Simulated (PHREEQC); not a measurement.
Solution (20 °C): 0.0085 mol/kgw ZnSO4, 0.11 mol/kgw NaCl and 0.075 mol/kgw MnSO4. Closed to the air; pH follows from the charge balance.

All values are PHREEQC results (ion-association model, phreeqc.dat), not measurements.

Each row changes one thing in this solution. No solid was allowed to form.

```json
[
 {"case": "as made", "pH": "5.92", "ionic strength (mol/kgw)": "0.308", "Cl- (mol/kgw)": "0.104", "Na+ (mol/kgw)": "0.104", "SO4-2 (mol/kgw)": "0.0483", "Mn+2 (mol/kgw)": "0.0454", "SI of Halite (NaCl)": "-3.83"},
 {"case": "temperature from 20 to 70 °C", "pH": "5.57", "ionic strength (mol/kgw)": "?", "Cl- (mol/kgw)": "0.104", "Na+ (mol/kgw)": "0.104", "SO4-2 (mol/kgw)": "0.0401", "Mn+2 (mol/kgw)": "0.0374", "SI of Halite (NaCl)": "-3.89"},
 {"case": "NaCl from 0.11 to 0.099 mol/kgw", "pH": "?", "ionic strength (mol/kgw)": "?", "Cl- (mol/kgw)": "0.0937", "Na+ (mol/kgw)": "0.0934", "SO4-2 (mol/kgw)": "0.0482", "Mn+2 (mol/kgw)": "0.0454", "SI of Halite (NaCl)": "-3.92"},
 {"case": "diluted 10-fold with water", "pH": "6.26", "ionic strength (mol/kgw)": "0.0366", "Cl- (mol/kgw)": "0.0109", "Na+ (mol/kgw)": "0.0108", "SO4-2 (mol/kgw)": "0.00637", "Mn+2 (mol/kgw)": "0.00580", "SI of Halite (NaCl)": "-5.65"},
 {"case": "0.002 mol/kgw Cd(NO3)2 added", "pH": "5.91", "ionic strength (mol/kgw)": "0.311", "Cl- (mol/kgw)": "0.103", "Na+ (mol/kgw)": "0.104", "SO4-2 (mol/kgw)": "0.0479", "Mn+2 (mol/kgw)": "0.0457", "SI of Halite (NaCl)": "?"},
 {"case": "NaCl from 0.11 to 0.165 mol/kgw", "pH": "5.87", "ionic strength (mol/kgw)": "0.364", "Cl- (mol/kgw)": "0.156", "Na+ (mol/kgw)": "0.156", "SO4-2 (mol/kgw)": "0.0487", "Mn+2 (mol/kgw)": "0.0456", "SI of Halite (NaCl)": "-3.49"},
 {"case": "temperature from 20 to 60 °C", "pH": "5.64", "ionic strength (mol/kgw)": "0.279", "Cl- (mol/kgw)": "0.104", "Na+ (mol/kgw)": "0.104", "SO4-2 (mol/kgw)": "0.0414", "Mn+2 (mol/kgw)": "0.0387", "SI of Halite (NaCl)": "-3.88"},
 {"case": "NaCl from 0.11 to 0.121 mol/kgw", "pH": "5.91", "ionic strength (mol/kgw)": "0.320", "Cl- (mol/kgw)": "0.115", "Na+ (mol/kgw)": "0.114", "SO4-2 (mol/kgw)": "0.0484", "Mn+2 (mol/kgw)": "0.0455", "SI of Halite (NaCl)": "-3.75"}
]
```

Q: Fill in the missing entries.

A: 
- temperature from 20 to 70 °C, ionic strength (mol/kgw): 0.274
- NaCl from 0.11 to 0.099 mol/kgw, pH: 5.93
- NaCl from 0.11 to 0.099 mol/kgw, ionic strength (mol/kgw): 0.297
- 0.002 mol/kgw Cd(NO3)2 added, SI of Halite (NaCl): -3.84

Away from 25 °C the constants follow the database's enthalpies or fits; those with neither stay at their 25 °C values.
